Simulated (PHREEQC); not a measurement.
Make-up at 25 °C: 3 mol/kgw KOH, 0.064 mol/kgw Na2B4O7 and 5.7e-05 mol/kgw H4SiO4. It is in equilibrium with CO2 at log p = -3.5 (atm). Otherwise closed; pH follows from the charge balance.

All values are PHREEQC results (Pitzer model, pitzer.dat), not measurements.

Q: The ionic strength comes out as 4.46 mol/kgw. What activity coefficients do B(OH)4-, OH-, H3SiO4-, B4O5(OH)4-2, H2SiO4-2 get?

A: B(OH)4- 0.52, OH- 1.4, H3SiO4- 0.39, B4O5(OH)4-2 0.016, H2SiO4-2 0.020. Single-ion values are on the MacInnes scale.

Precipitation was switched off in this run. Complexes and solids missing from the database can't appear. In brines, pH and single-ion activities rest on the MacInnes convention.
